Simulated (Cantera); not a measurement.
A closed system holds: 1 mol CuF₂, 7.6 mol H₂O, 1.4 mol H₂, held at 1577 °C and 1.00 Torr.

Equilibrium computed with Cantera from the NASA thermochemical tables; the gas is ideal and each condensed phase is pure. Candidate condensed phases: Cu, CuF₂, CuO, Cu(OH)₂, Cu₂O, H₂O; 27 gas species. The numbers say what is thermodynamically allowed, not how fast it happens.

Base state: H₂O 0.681, HF 0.180, Cu 0.0890, H₂ 0.0405, OH 0.00369, H 0.00297, O₂ 0.00152, CuF 0.00141 (mole fractions); condensed: gas only.

**Question.** What changes in the equilibrium state with this change: temperature from 1577 °C to 1652 °C?

**Answer.** 
```json
[
 {"species": "H₂O", "before": "0.681", "after": "0.668"},
 {"species": "HF", "before": "0.180", "after": "0.179"},
 {"species": "Cu", "before": "0.0890", "after": "0.0888"},
 {"species": "H₂", "before": "0.0405", "after": "0.0460"},
 {"species": "OH", "before": "0.00369", "after": "0.00705"},
 {"species": "O", "before": "0.000206", "after": "0.000641"},
 {"species": "O₂", "before": "0.00152", "after": "0.00405"}
]
```
